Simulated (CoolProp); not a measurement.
Vapour-liquid equilibrium of propylene (1) + isobutane (2) at 0.481 MPa; x and y are mole fractions of (1).

The numbers come from the multi-fluid Helmholtz-energy mixture model, Lemmon 2013 and Bücker 2006; pair parameters Bell 2016 in CoolProp.

Task: Give the bubble temperature and the first vapour's composition at x = 0.05, 0.15, 0.75. Is there an azeotrope?

Result: x = 0.05: 31.8 °C, y = 0.143; x = 0.15: 25.7 °C, y = 0.332; x = 0.75: 3.0 °C, y = 0.904. No azeotrope shows between x = 0.05 and 0.95.

The pair parameters rest on a limited set of measurements; away from them the model extrapolates. The gap from Raoult's law changes sign with composition, which may be real or a fault of the pair parameters; it wasn't checked against measurements.
